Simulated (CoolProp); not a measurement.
Tetrahydrofuran along the isotherm 400.1 K: density (kg/m³) from the reference equation and from simpler models built on Tc = 540.2 K, pc = 5.304 MPa, ω = 0.234; each cubic takes its own stable root.

Model: reference Helmholtz-energy equation of state, Fiedler 2023, in CoolProp.

```json
[
 {"p (MPa)": "2.21", "phase": "liquid", "reference": "763.8", "van der Waals": "472.3", "Redlich-Kwong": "678.8", "Peng-Robinson": "798.6"},
 {"p (MPa)": "4.42", "phase": "liquid", "reference": "768.1", "van der Waals": "482.3", "Redlich-Kwong": "687.2", "Peng-Robinson": "805.1"},
 {"p (MPa)": "6.63", "phase": "liquid", "reference": "772.2", "van der Waals": "490.7", "Redlich-Kwong": "694.9", "Peng-Robinson": "811.1"},
 {"p (MPa)": "8.84", "phase": "liquid", "reference": "776.0", "van der Waals": "497.9", "Redlich-Kwong": "701.9", "Peng-Robinson": "816.7"},
 {"p (MPa)": "11.1", "phase": "liquid", "reference": "779.8", "van der Waals": "504.3", "Redlich-Kwong": "708.5", "Peng-Robinson": "822.1"},
 {"p (MPa)": "13.3", "phase": "liquid", "reference": "783.3", "van der Waals": "509.9", "Redlich-Kwong": "714.5", "Peng-Robinson": "827.0"},
 {"p (MPa)": "15.5", "phase": "liquid", "reference": "786.7", "van der Waals": "515.0", "Redlich-Kwong": "720.0", "Peng-Robinson": "831.6"},
 {"p (MPa)": "17.7", "phase": "liquid", "reference": "790.0", "van der Waals": "519.6", "Redlich-Kwong": "725.3", "Peng-Robinson": "836.1"},
 {"p (MPa)": "19.9", "phase": "liquid", "reference": "793.1", "van der Waals": "523.8", "Redlich-Kwong": "730.2", "Peng-Robinson": "840.3"},
 {"p (MPa)": "22.1", "phase": "liquid", "reference": "796.2", "van der Waals": "527.7", "Redlich-Kwong": "734.9", "Peng-Robinson": "844.3"},
 {"p (MPa)": "24.3", "phase": "liquid", "reference": "799.1", "van der Waals": "531.4", "Redlich-Kwong": "739.3", "Peng-Robinson": "848.1"},
 {"p (MPa)": "26.5", "phase": "liquid", "reference": "802.0", "van der Waals": "534.8", "Redlich-Kwong": "743.5", "Peng-Robinson": "851.7"}
]
```
